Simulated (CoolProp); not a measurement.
C3F8 (R218) at 308 K and 0.139 MPa is throttled through a valve to 0.0125 MPa with no heat exchange. Each further row changes one setting.

Model: reference Helmholtz-energy equation of state, Lemmon 2006, in CoolProp. It is a short technical equation, of lower accuracy than the large ones.

```csv
case,temperature change (K),final density (kg/m³)
as stated,-1.4,___
outlet pressure 0.00375 MPa,___,___
outlet pressure 0.0163 MPa,-1.4,1.21
```

Task: Fill in the missing entries.

Result: 
- as stated, final density (kg/m³): 0.924
- outlet pressure 0.00375 MPa, temperature change (K): -1.5
- outlet pressure 0.00375 MPa, final density (kg/m³): 0.277
